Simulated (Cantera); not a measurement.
Adiabatic ignition

An adiabatic, constant-volume homogeneous reactor starts with 4.47 % CH4, 0.152 % CO, 15.0 % O2, 80.4 % N2, at 1425 K and 975 Torr.

Detailed kinetics in Cantera: GRI-Mech 3.0 (53 species, 325 reactions).

| t (s) | T (K) | P (bar) | x CH4 | x CO | x O2 | x CH2CO | x CH3 | x CO2 |
|---|---|---|---|---|---|---|---|---|
| 3.00e-6 | 1425 | 1.30 | 0.0447 | 0.00152 | 0.150 | <1e-12 | 6.38e-8 | 9.30e-10 |
| 7.57e-6 | 1425 | 1.30 | 0.0447 | 0.00152 | 0.150 | <1e-12 | 1.75e-7 | 2.52e-9 |
| 1.91e-5 | 1425 | 1.30 | 0.0447 | 0.00152 | 0.150 | <1e-12 | 4.72e-7 | 7.35e-9 |
| 4.82e-5 | 1425 | 1.30 | 0.0447 | 0.00152 | 0.150 | <1e-12 | 1.35e-6 | 2.45e-8 |
| 0.000122 | 1425 | 1.30 | 0.0446 | 0.00152 | 0.150 | 6.72e-12 | 4.50e-6 | 9.63e-8 |
| 0.000307 | 1425 | 1.30 | 0.0446 | 0.00152 | 0.150 | 8.69e-11 | 1.90e-5 | 4.16e-7 |
| 0.000775 | 1426 | 1.30 | 0.0444 | 0.00153 | 0.150 | 1.25e-8 | 7.19e-5 | 2.30e-6 |
| 0.00195 | 1456 | 1.33 | 0.0399 | 0.00267 | 0.147 | 1.11e-5 | 0.000306 | 5.78e-5 |
| 0.00493 | 2505 | 2.30 | <1e-12 | 0.00434 | 0.0578 | <1e-12 | <1e-12 | 0.0416 |
| 0.0124 | 2494 | 2.29 | <1e-12 | 0.00422 | 0.0553 | <1e-12 | <1e-12 | 0.0417 |
| 0.0314 | 2489 | 2.28 | <1e-12 | 0.00416 | 0.0540 | <1e-12 | <1e-12 | 0.0418 |
| 0.0793 | 2488 | 2.28 | <1e-12 | 0.00415 | 0.0539 | <1e-12 | <1e-12 | 0.0418 |
| 0.200 | 2488 | 2.28 | <1e-12 | 0.00415 | 0.0539 | <1e-12 | <1e-12 | 0.0418 |
x: mole fraction; the columns are a selection and need not sum to one.

```yaml
time_of_steepest_temperature_rise: 2.22 ms
temperature at 0.200 s: 2488 K
equilibrium_temperature: 2488 K
x(CH4) at 0.200 s: <1e-12 (gas-phase equilibrium <1e-12)
x(CO) at 0.200 s: 0.00415 (gas-phase equilibrium 0.00415)
x(O2) at 0.200 s: 0.0539 (gas-phase equilibrium 0.0539)
```
